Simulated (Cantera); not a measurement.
Feed: 1 mol BCl3, a varied amount of H2O, 19 mol N2, 0.46 mol NH3, equilibrated at 0.270 bar.

Method: chemical equilibrium by Gibbs-energy minimisation in Cantera with the NASA 1993 tables (ideal gas, pure condensed phases). Candidate condensed phases: B, BN, B2O3, B3O3H3, H2O, NH4Cl; 49 gas species. Mutual solubility and eutectic melting of coexisting phases are not modelled. The tables' values for BCl2 are old estimates. Gases not in the tables: H3BO3. Equilibrium is a limit: real reactors are often held back by kinetics, nucleation or transport.

**Question.** What condenses at these points (T in °C, n(H2O) in mol): (1177, 2.3); (1477, 2.3); (1577, 2.3); (1177, 0.54); (1427, 4.8); (1527, 0.54); (1227, 9.9)?

**Answer.** 
```tsv
T (°C)	n(H2O) in mol	condensed phases	B condensed (%)
1177	2.3	B2O3	87.4
1477	2.3	gas only	0.0
1577	2.3	gas only	0.0
1177	0.54	BN + B2O3	69.2
1427	4.8	gas only	0.0
1527	0.54	BN	38.5
1227	9.9	B2O3	22.2
```
